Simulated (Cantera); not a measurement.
Charge: 1 mol B2O3, 12 mol NH3, 4.3 mol H2, held at 1727 °C and 190 Pa.

Method: chemical equilibrium by Gibbs-energy minimisation in Cantera with the NASA 1993 tables (ideal gas, pure condensed phases). Candidate condensed phases: B, BN, B2O3, B3O3H3, H2O; 39 gas species. The numbers say what is thermodynamically allowed, not how fast it happens.

Base state: H2 0.706, N2 0.200, H 0.0314, HBO2 0.0198, HBO 0.0166, BO 0.0107, B2O3 0.00875, H2O 0.00470 (mole fractions); condensed: gas only.

### Question
What changes in the equilibrium state with this change: temperature from 1727 °C to 1625 °C?

### Answer
```json
[
 {"species": "H2", "before": "0.706", "after": "0.724"},
 {"species": "N2", "before": "0.200", "after": "0.203"},
 {"species": "HBO2", "before": "0.0198", "after": "0.0197"},
 {"species": "H", "before": "0.0314", "after": "0.0153"},
 {"species": "BO", "before": "0.0107", "after": "0.00590"},
 {"species": "B2O3", "before": "0.00875", "after": "0.0109"},
 {"species": "HBO", "before": "0.0166", "after": "0.0174"},
 {"species": "OH", "before": "2.08e-5", "after": "5.41e-6"},
 {"species": "BO2", "before": "0.000106", "after": "4.11e-5"},
 {"species": "H2O", "before": "0.00470", "after": "0.00313"}
]
```

### Question
What changes in the equilibrium state with this change: temperature from 1727 °C to 1977 °C?

### Answer
```
species    before     after
-------  --------  --------
H2          0.706     0.609
N2          0.200     0.188
H          0.0314     0.133
BO         0.0107    0.0275
H2O       0.00470    0.0108
HBO        0.0166    0.0108
HBO2       0.0198    0.0160
O         6.75e-7   5.34e-5
OH        2.08e-5  0.000355
BO2      0.000106  0.000631
B2O2      0.00106  0.000375
```
